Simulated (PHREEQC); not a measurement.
Solution A (1.3 mmol/kgw KOH and 0.066 mmol/kgw H3BO3) is mixed with solution B (0.0086 mol NiCl2, 0.013 mol H3BO3 and 0.00072 mol H2SO4 per kg of water) at 25 °C; shares are by mass of water, 1 kg in all. Oxygen is held at 0.21 atm. The system is closed to CO2. The run lets Ni(OH)2, Ni4(OH)6SO4, Morenosite precipitate or redissolve, and no other solid.

The series has 11 steps of share of solution B, from 0 to 1.

Model: ion-association model, wateq4f.dat, run in PHREEQC.

**Question.** Which solids form, in which order, and at which step of the series does each first stand?

**Answer.** Ni(OH)2 from share of solution B = 0.1 (pH 7.17), last present at share of solution B = 0.4.

The database's Ni(OH)2 is the aged solid; a fresh precipitate is more soluble.
